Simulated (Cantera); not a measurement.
An isothermal, constant-pressure homogeneous reactor starts with CH4 : H2 : H = 0.009 : 1 : 0.11 (molar parts), at 1375 K and 0.132 atm. Integrator tolerance rtol = 1e-08.

Cantera simulation using GRI-Mech 3.0 (53 species, 325 reactions); the numbers are that mechanism's predictions, not measurements. GRI-Mech 3.0 stops at C3 and has no aromatics, soot or wall deposition, so with more carbon than oxygen in the feed, carbon stays in small species such as C2H2 where larger ones or solid carbon would form.

### Question
What does this change do: CH4 0.009 to 0.059 parts?

### Answer
```csv
quantity,before,after
x(CH4) at 40.0 s,0.00677 (gas-phase equilibrium 0.00785),0.0436 (gas-phase equilibrium 0.0372)
x(H2) at 40.0 s,0.992 (gas-phase equilibrium 0.992),0.952 (gas-phase equilibrium 0.955)
x(H) at 40.0 s,1.01e-5 (gas-phase equilibrium 9.41e-6),8.50e-6 (gas-phase equilibrium 9.23e-6)
x(CH3) at 40.0 s,1.37e-6 (gas-phase equilibrium 1.48e-6),7.76e-6 (gas-phase equilibrium 7.17e-6)
x(C2H) at 40.0 s,6.01e-12 (gas-phase equilibrium 2.00e-12),2.80e-11 (gas-phase equilibrium 5.13e-11)
```
